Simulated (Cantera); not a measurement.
A Cantera script and what it prints.

```python
import numpy as np
import cantera as ct

gas_names = """
    H HO2 H2 H2O H2O2 O OH O2 O3 Pb PbO Pb2
""".split()
cond_names = """
    H2O(s) H2O(L) Pb(cr) Pb(L) PbO(rd) PbO(yw) PbO(L) PbO2(s) Pb3O4(s)
""".split()


# ... load() reads the species with a 1 bar reference pressure and builds the phases ...
atoms = {
    'PbO': {'Pb': 1, 'O': 1},
    'O2': {'O': 2},
    'H2': {'H': 2},
}
top_T = {'Pb3O4(s)': 820}  # K; cautious upper limits of use, not melting points


# ... equilibrate(T, P, feed) seeds the gas with the atoms and calls Mixture.equilibrate('TP', solver="vcs", rtol=1e-11, max_steps=5000) ...
results = []
feed = {'PbO': 1, 'O2': 0.11, 'H2': 0.13}  # mol
P = 1333.22  # Pa
for T in [775, 825, 875, 925, 975, 1025, 1075, 1125, 1175, 1225, 1275, 1325]:
    mix = equilibrate(T, P, feed)
    results.append((T, P, feed, dict(zip(mix.species_names, mix.species_moles))))
    x = sorted(zip(gas.X, gas.species_names), reverse=True)
    print(f"T = {T:g} K  P = {P:g} Pa  gas = {mix.phase_moles(0):.4g} mol")
    print("   x: " + "  ".join(f"{s} {v:.3e}" for v, s in x if v > 1e-05))
    print("   condensed (mol): " + ("  ".join(f"{mix.phase(i).name} {mix.phase_moles(i):.4g}"
          for i in range(1, mix.n_phases) if mix.phase_moles(i) > 1e-12) or "none"))
```

Result:

```
T = 775 K  P = 1333.22 Pa  gas = 0.175 mol
   x: H2O 7.429e-01  O2 2.571e-01
   condensed (mol): PbO(yw) 1
T = 825 K  P = 1333.22 Pa  gas = 0.175 mol
   x: H2O 7.429e-01  O2 2.571e-01
   condensed (mol): PbO(yw) 1
T = 875 K  P = 1333.22 Pa  gas = 0.175 mol
   x: H2O 7.429e-01  O2 2.571e-01
   condensed (mol): PbO(yw) 1
T = 925 K  P = 1333.22 Pa  gas = 0.175 mol
   x: H2O 7.429e-01  O2 2.571e-01
   condensed (mol): PbO(yw) 1
T = 975 K  P = 1333.22 Pa  gas = 0.175 mol
   x: H2O 7.428e-01  O2 2.571e-01
   condensed (mol): PbO(yw) 1
T = 1025 K  P = 1333.22 Pa  gas = 0.175 mol
   x: H2O 7.428e-01  O2 2.571e-01  PbO 5.139e-05
   condensed (mol): PbO(yw) 1
T = 1075 K  P = 1333.22 Pa  gas = 0.175 mol
   x: H2O 7.427e-01  O2 2.571e-01  PbO 2.311e-04
   condensed (mol): PbO(yw) 1
T = 1125 K  P = 1333.22 Pa  gas = 0.1752 mol
   x: H2O 7.422e-01  O2 2.569e-01  PbO 9.043e-04
   condensed (mol): PbO(yw) 0.9998
T = 1175 K  P = 1333.22 Pa  gas = 0.1755 mol
   x: H2O 7.406e-01  O2 2.564e-01  PbO 3.024e-03  OH 1.781e-05  Pb 1.556e-05
   condensed (mol): PbO(L) 0.9995
T = 1225 K  P = 1333.22 Pa  gas = 0.1765 mol
   x: H2O 7.365e-01  O2 2.550e-01  PbO 8.465e-03  Pb 7.398e-05  OH 3.500e-05
   condensed (mol): PbO(L) 0.9985
T = 1275 K  P = 1333.22 Pa  gas = 0.179 mol
   x: H2O 7.263e-01  O2 2.516e-01  PbO 2.174e-02  Pb 3.109e-04  OH 6.483e-05
   condensed (mol): PbO(L) 0.9961
T = 1325 K  P = 1333.22 Pa  gas = 0.1849 mol
   x: H2O 7.030e-01  O2 2.439e-01  PbO 5.176e-02  Pb 1.178e-03  OH 1.130e-04
   condensed (mol): PbO(L) 0.9902
```

Equilibrium computed with Cantera from the NASA thermochemical tables; the gas is ideal and each condensed phase is pure. Gases not in the tables: (PbO)n polymers.
